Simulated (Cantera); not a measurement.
Charge: 1 mol Si₃N₄, 0.3 mol H₂, equilibrated at 2000 Pa.

These are equilibrium values from Cantera (NASA tables, ideal gas, pure condensed phases), not measurements of a reactor. Candidate condensed phases: Si, Si₃N₄; 18 gas species. Mutual solubility and eutectic melting of coexisting phases are not modelled. Gases not in the tables: Si₂H₆ and higher silanes. The numbers say what is thermodynamically allowed, not how fast it happens.

### Question
What share of the Si ends up in condensed phases as a function of T (K), at 1473, 1573, 1673, 1773, 1873, 1973, 2073, 2173, 2273, 2373, 2473, 2573, 2673, 2773?

### Answer
```json
[
 {"T (K)": "1473", "Si condensed (%)": "100.0", "as": "Si(s) + Si₃N₄(s)"},
 {"T (K)": "1573", "Si condensed (%)": "100.0", "as": "Si(s) + Si₃N₄(s)"},
 {"T (K)": "1673", "Si condensed (%)": "100.0", "as": "Si(s) + Si₃N₄(s)"},
 {"T (K)": "1773", "Si condensed (%)": "100.0", "as": "Si(l) + Si₃N₄(s)"},
 {"T (K)": "1873", "Si condensed (%)": "100.0", "as": "Si(l)"},
 {"T (K)": "1973", "Si condensed (%)": "99.9", "as": "Si(l)"},
 {"T (K)": "2073", "Si condensed (%)": "99.6", "as": "Si(l)"},
 {"T (K)": "2173", "Si condensed (%)": "98.7", "as": "Si(l)"},
 {"T (K)": "2273", "Si condensed (%)": "96.7", "as": "Si(l)"},
 {"T (K)": "2373", "Si condensed (%)": "91.6", "as": "Si(l)"},
 {"T (K)": "2473", "Si condensed (%)": "78.8", "as": "Si(l)"},
 {"T (K)": "2573", "Si condensed (%)": "38.1", "as": "Si(l)"},
 {"T (K)": "2673", "Si condensed (%)": "0.0", "as": "-"},
 {"T (K)": "2773", "Si condensed (%)": "0.0", "as": "-"}
]
```
